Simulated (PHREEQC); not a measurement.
A solution holds 0.0022 mol/kgw K2HPO4, at 53 °C. Closed to the air; pH follows from the charge balance.

The numbers come from PHREEQC with the ion-association model, phreeqc.dat.

Each row changes one thing in this solution. Precipitation was switched off in this run.

```csv
case,pH,ionic strength (mol/kgw)
as made,8.75,0.00654
diluted 2-fold with water,8.62,0.00326
K2HPO4 from 0.0022 to 0.0011 mol/kgw,8.62,0.00326
diluted 10-fold with water,8.30,0.000646
K2HPO4 from 0.0022 to 0.00198 mol/kgw,8.73,0.00588
K2HPO4 replaced by KBr at the same molality,6.59,0.00220
0.001 mol/kgw KF added,8.74,0.00753
```

Complexes and solids missing from the database can't appear. At this temperature some constants are extrapolated from 25 °C, and those without enthalpy data are left unchanged.
